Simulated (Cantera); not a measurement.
**SiO₂ + Si + H₂ (sublimation and decomposition of ceramics)**

Charge: 1 mol SiO₂, 0.0044 mol Si, 2.2 mol H₂, equilibrated at 16.0 Pa.

These are equilibrium values from Cantera (NASA tables, ideal gas, pure condensed phases), not measurements of a reactor. Candidate condensed phases: H₂O, Si, SiO₂; 18 gas species. The tables hold silica as quartz up to 1696 K and as liquid above; real silica turns to tridymite and cristobalite and melts near 1996 K. Equilibrium is a limit: real reactors are often held back by kinetics, nucleation or transport.

```tsv
T (°C)	x H₂	x SiO	x H₂O	x H	x OH	n SiO₂(β-quartz)	n SiO₂(condensed)
1225	0.991	0.00572	0.00175	0.00135	6.77e-8	0.992	0
1250	0.988	0.00692	0.00295	0.00182	1.67e-7	0.989	0
1275	0.984	0.00864	0.00468	0.00242	3.84e-7	0.985	0
1300	0.979	0.0110	0.00709	0.00318	8.32e-7	0.980	0
1325	0.971	0.0143	0.0104	0.00415	1.72e-6	0.972	0
1350	0.961	0.0186	0.0147	0.00536	3.43e-6	0.963	0
1375	0.949	0.0243	0.0204	0.00686	6.62e-6	0.949	0
1400	0.932	0.0315	0.0277	0.00869	1.24e-5	0.932	0
1425	0.911	0.0408	0.0369	0.0109	2.27e-5	0	0.910
1450	0.886	0.0521	0.0483	0.0136	4.06e-5	0	0.883
```
x: gas mole fraction; n: condensed amount in mol.

From 1225 °C to 1400 °C the condensed part is SiO₂(β-quartz). From 1425 °C to 1450 °C the condensed part is SiO₂(condensed). The main Si-bearing gas is SiO throughout. The share of Si in condensed phases is highest at 1225 °C (98.7 %) and lowest at 1450 °C (87.9 %).
